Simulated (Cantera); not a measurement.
An isothermal plug-flow reactor at 1248 K and 0.260 bar (inlet), inlet velocity 0.52 m/s, active area per volume 3400 1/m; feed CH₄ : O₂ : N₂ : H₂O = 0.0021 : 0.041 : 0.79 : 0.02 (molar parts), equivalence ratio 0.10.

Cantera simulation using Deutschmann's 1995 Pt surface mechanism with GRI-Mech 3.0 gas chemistry; the numbers are that mechanism's predictions, not measurements. Catalytic surfaces can have several steady states; this one follows from the mechanism file's or the stated starting coverage. Mass transfer to the wall is taken as infinitely fast.

x: gas mole fraction; θ: surface coverage.

| z (m) | x CH₄ | x O₂ | x H₂O | x CO₂ | x CO | θ free Pt | θ O* |
|---|---|---|---|---|---|---|---|
| 0.00012 | (withheld) | 0.0452 | 0.0263 | 0.00141 | 2.61e-6 | 0.626 | 0.374 |
| 0.00021 | (withheld) | 0.0442 | 0.0273 | 0.00191 | 1.37e-6 | 0.627 | 0.373 |
| 0.00038 | (withheld) | 0.0435 | 0.0280 | 0.00229 | 4.02e-7 | 0.627 | 0.372 |
| 0.00068 | (withheld) | 0.0432 | 0.0283 | 0.00243 | 4.92e-8 | 0.628 | 0.371 |
| 0.0012 | (withheld) | 0.0432 | 0.0283 | 0.00245 | 4.20e-9 | 0.628 | 0.371 |
| 0.0021 | (withheld) | 0.0431 | 0.0284 | 0.00245 | 2.05e-9 | 0.628 | 0.371 |
| 0.0038 | (withheld) | 0.0431 | 0.0284 | 0.00246 | 1.05e-9 | 0.628 | 0.371 |
| 0.0068 | 5.27e-10 | 0.0431 | 0.0284 | 0.00246 | 3.96e-10 | 0.628 | 0.371 |
| 0.012 | 4.83e-11 | 0.0431 | 0.0284 | 0.00246 | 1.34e-10 | 0.628 | 0.371 |

Task: Some entries are withheld; supply them.

Result: 
- 0.00012, x CH₄: 0.00104
- 0.00021, x CH₄: 0.000542
- 0.00038, x CH₄: 0.000158
- 0.00068, x CH₄: 1.81e-5
- 0.0012, x CH₄: 5.60e-7
- 0.0021, x CH₄: 5.98e-8
- 0.0038, x CH₄: 9.84e-9
